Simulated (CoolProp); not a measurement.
Vapour-liquid equilibrium of isobutane (1) + isobutene (2) at -13.35 °C; x and y are mole fractions of (1).

Model: multi-fluid Helmholtz-energy mixture model, Bücker 2006 and Lemmon 2005; pair parameters Bell 2016, in CoolProp.

```tsv
x	bubble pressure (MPa)	y at the bubble point	dew pressure at overall composition x (MPa)	liquid density (mol/L)
0.05	0.07967	0.063	0.07942	11.24
0.125	0.08136	0.154	0.08082	11.15
0.2	0.08293	0.239	0.08222	11.07
0.275	0.08442	0.320	0.08360	10.98
0.35	0.08582	0.398	0.08496	10.90
0.425	0.08714	0.473	0.08630	10.82
0.5	0.08839	0.545	0.08761	10.74
0.575	0.08956	0.616	0.08888	10.66
0.65	0.09068	0.686	0.09011	10.59
0.725	0.09173	0.754	0.09129	10.51
0.8	0.09273	0.822	0.09241	10.44
0.875	0.09367	0.889	0.09348	10.37
0.95	0.09456	0.956	0.09449	10.29
```

No azeotrope shows between x = 0.05 and 0.95.

Pair parameters are fitted to limited data, so mixtures are less certain than the pure fluids.
